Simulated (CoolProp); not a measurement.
Vapour-liquid equilibrium of R1234ze(E) (1) + n-pentane (2) at 0.594 MPa; x and y are mole fractions of (1).

Model: multi-fluid Helmholtz-energy mixture model, Thol 2016 and Thol 2019; pair parameters Bell 2016, in CoolProp.

```csv
x,bubble temperature (°C),y at the bubble point,dew temperature at overall composition x (°C),liquid density (mol/L)
0.05,___,0.278,97.7,7.705
0.125,70.5,0.530,94.1,8.017
0.2,___,0.666,90.3,8.254
0.275,52.7,0.743,86.4,8.442
0.35,47.7,0.791,___,8.601
0.425,44.2,0.823,77.6,8.742
0.5,___,0.847,72.6,8.875
0.575,39.5,0.867,67.2,9.008
0.65,37.7,0.884,61.2,9.146
0.725,36.2,0.902,54.4,9.296
0.8,34.7,0.921,46.7,___
0.875,33.3,0.945,38.6,9.652
0.95,31.8,0.974,33.0,9.867
```

Q: Complete the blanks.

A: 
- 0.05, bubble temperature (°C): 86.2
- 0.2, bubble temperature (°C): 59.9
- 0.35, dew temperature at overall composition x (°C): 82.1
- 0.5, bubble temperature (°C): 41.5
- 0.8, liquid density (mol/L): 9.463

No azeotrope shows between x = 0.05 and 0.95.

The pair parameters rest on a limited set of measurements; away from them the model extrapolates.
